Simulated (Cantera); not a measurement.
An isothermal, constant-pressure homogeneous reactor starts with H2 : O2 : N2 = 0.86 : 1 : 0.58 (molar parts), equivalence ratio 0.43, at 848 K and 0.132 atm. Integrator tolerance rtol = 1e-08.

Model: the H2/O2 subset of GRI-Mech 3.0, which has no nitrogen chemistry, integrated in Cantera. Radical loss at walls, strong at low pressure, is not modelled. Below about 950 K walls govern HO2 and H2O2 in real vessels. The temperature is held fixed by assumption; the heat of reaction is taken as removed at once.

**Question.** What does this change do: H2 0.86 to 0.63 parts?

**Answer.** 
```tsv
quantity	before	after
x(H2) at 2.00 s	0.142 (gas-phase equilibrium <1e-12)	0.102 (gas-phase equilibrium <1e-12)
x(O2) at 2.00 s	0.334 (gas-phase equilibrium 0.284)	0.394 (gas-phase equilibrium 0.361)
x(OH) at 2.00 s	1.13e-8 (gas-phase equilibrium 1.28e-8)	2.14e-8 (gas-phase equilibrium 1.20e-8)
x(H2O) at 2.00 s	0.255 (gas-phase equilibrium 0.428)	0.213 (gas-phase equilibrium 0.332)
x(O) at 2.00 s	2.42e-8 (gas-phase equilibrium 1.00e-12)	4.81e-8 (gas-phase equilibrium 1.13e-12)
x(H2O2) at 2.00 s	0.000539 (gas-phase equilibrium 2.38e-11)	0.000679 (gas-phase equilibrium 2.08e-11)
```

**Question.** What does this change do: temperature 848 to 1375 K?

**Answer.** 
```csv
quantity,before,after
x(H2) at 2.00 s,0.142 (gas-phase equilibrium <1e-12),6.77e-7 (gas-phase equilibrium 6.77e-7)
x(O2) at 2.00 s,0.334 (gas-phase equilibrium 0.284),0.284 (gas-phase equilibrium 0.284)
x(OH) at 2.00 s,1.13e-8 (gas-phase equilibrium 1.28e-8),8.84e-5 (gas-phase equilibrium 8.84e-5)
x(H2O) at 2.00 s,0.255 (gas-phase equilibrium 0.428),0.428 (gas-phase equilibrium 0.428)
x(O) at 2.00 s,2.42e-8 (gas-phase equilibrium 1.00e-12),9.34e-7 (gas-phase equilibrium 9.34e-7)
x(H2O2) at 2.00 s,0.000539 (gas-phase equilibrium 2.38e-11),7.86e-9 (gas-phase equilibrium 7.86e-9)
```

**Question.** What does this change do: N2 0.58 to 2.8 parts?

**Answer.** 
| quantity | before | after |
|---|---|---|
| x(H2) at 2.00 s | 0.142 (gas-phase equilibrium <1e-12) | 0.0294 (gas-phase equilibrium <1e-12) |
| x(O2) at 2.00 s | 0.334 (gas-phase equilibrium 0.284) | 0.147 (gas-phase equilibrium 0.135) |
| x(OH) at 2.00 s | 1.13e-8 (gas-phase equilibrium 1.28e-8) | 3.96e-8 (gas-phase equilibrium 7.35e-9) |
| x(H2O) at 2.00 s | 0.255 (gas-phase equilibrium 0.428) | 0.171 (gas-phase equilibrium 0.203) |
| x(O) at 2.00 s | 2.42e-8 (gas-phase equilibrium 1.00e-12) | 8.00e-8 (gas-phase equilibrium <1e-12) |
| x(H2O2) at 2.00 s | 0.000539 (gas-phase equilibrium 2.38e-11) | 0.000255 (gas-phase equilibrium 7.78e-12) |
